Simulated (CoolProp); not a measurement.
Saturation properties of ethanol.

Model: reference Helmholtz-energy equation of state, Schroeder 2014, in CoolProp.

```
T (°C)  p (bar)  liquid density (kg/m³)  vapour density (kg/m³)  liquid viscosity (µPa s)  vapour viscosity (µPa s)  liquid conductivity (mW/(m K))
------  -------  ----------------------  ----------------------  ------------------------  ------------------------  ------------------------------
136.35    6.851                   669.4                   10.44                       202                      12.1                             145
145.65    8.786                   656.0                   13.38                       180                      12.4                             143
155.05    11.15                   641.5                   17.03                       160                      12.7                             142
164.45    13.97                   625.9                   21.49                       142                      13.0                             140
173.75    17.28                   609.4                   26.86                       127                      13.4                             139
183.15    21.18                   591.4                   33.47                       113                      13.8                             137
192.45    25.67                   572.1                   41.49                       100                      14.2                             136
201.85    30.89                   550.5                   51.52                      89.2                      14.8                             135
211.15    36.81                   525.9                   64.12                      78.8                      15.4                             134
```

It boils at 78.4 °C under 1 atm.

Viscosity comes from a separate model (Kiselev 2005). Thermal conductivity comes from a separate model (Assael 2013).
